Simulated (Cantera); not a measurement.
**Equilibrium for silicon oxide and oxynitride deposition: SiF4 + H2O + N2 + O2**

Feed: 1 mol SiF4, 5.2 mol H2O, a varied amount of N2, 0.68 mol O2, at 1200 K and 12.0 Pa.

Method: chemical equilibrium by Gibbs-energy minimisation in Cantera with the NASA 1993 tables (ideal gas, pure condensed phases). Candidate condensed phases: H2O, Si, SiO2, Si2N2O, Si3N4; 58 gas species. The tables hold silica as quartz up to 1696 K and as liquid above; real silica turns to tridymite and cristobalite and melts near 1996 K. Equilibrium is a limit: real reactors are often held back by kinetics, nucleation or transport.

```
n(N2) (mol)   x N2    x HF   x H2O     x O2     x NO  n SiO2(β-quartz)
-----------  -----  ------  ------  -------  -------  ----------------
2.3          0.226   0.393   0.314   0.0668  5.90e-5             1.000
3.1          0.282   0.364   0.291   0.0619  6.35e-5             1.000
4.4          0.358   0.326   0.261   0.0553  6.77e-5             1.000
6.1          0.436   0.286   0.229   0.0486  7.00e-5             1.000
8.4          0.516   0.246   0.197   0.0417  7.05e-5             1.000
12           0.604   0.201   0.161   0.0342  6.90e-5             1.000
16           0.670   0.167   0.134   0.0284  6.64e-5             1.000
23           0.745   0.130   0.104   0.0220  6.15e-5             1.000
32           0.802   0.100  0.0802   0.0170  5.62e-5             1.000
44           0.848  0.0771  0.0617   0.0131  5.06e-5             1.000
61           0.886  0.0581  0.0465  0.00985  4.49e-5             1.000
```
x: gas mole fraction; n: condensed amount in mol.

From 2.3 mol N2 to 61 mol N2 the condensed part is SiO2(β-quartz). The main Si-bearing gas is SiF4 throughout.
